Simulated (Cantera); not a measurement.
Charge: 1 mol Pb, 0.92 mol H₂, 0.24 mol N₂, at 877 °C and 1.40 bar.

Equilibrium computed with Cantera from the NASA thermochemical tables; the gas is ideal and each condensed phase is pure. Candidate condensed phases: Pb; 11 gas species. Equilibrium is a limit: real reactors are often held back by kinetics, nucleation or transport.

Base state: H₂ 0.793, N₂ 0.207, Pb 0.000207, NH₃ 0.000110 (mole fractions); condensed: Pb(l).

Question: What changes in the equilibrium state with this change: temperature from 877 °C to 427 °C?

Answer: 
```json
[
 {"species": "H₂", "before": "0.793", "after": "0.790"},
 {"species": "N₂", "before": "0.207", "after": "0.206"},
 {"species": "NH₃", "before": "0.000110", "after": "0.00418"},
 {"species": "Pb", "before": "0.000207", "after": "<1e-9"},
 {"species": "Pb(l), mol", "before": "1.000", "after": "1.00"}
]
```
